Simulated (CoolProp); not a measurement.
A simple Rankine cycle with water: condensing at 296.15 K, boiler at 11.5 MPa, turbine inlet 634.7 K, turbine efficiency 0.85, pump efficiency 0.8, no recuperator. Each further row changes one setting.

Values from CoolProp's reference Helmholtz-energy equation of state, Wagner 2002.

```tsv
case	thermal efficiency (%)	net work (kJ/kg)	heat in (kJ/kg)	turbine exit temperature (K)	volume ratio over the turbine
as stated	35.2	988	2810	296.2	1860
turbine inlet 654.7 K	35.5	1020	2890	296.2	1760
condensing temperature 288.15 K	36.1	1030	2840	288.1	2960
boiler pressure 8.05 MPa	34.5	1010	2920	296.2	1230
turbine efficiency 0.75	31.0	870	2810	296.2	1980
```

The expansion ends wet for: as stated; turbine inlet 654.7 K; condensing temperature 288.15 K; boiler pressure 8.05 MPa; turbine efficiency 0.75.
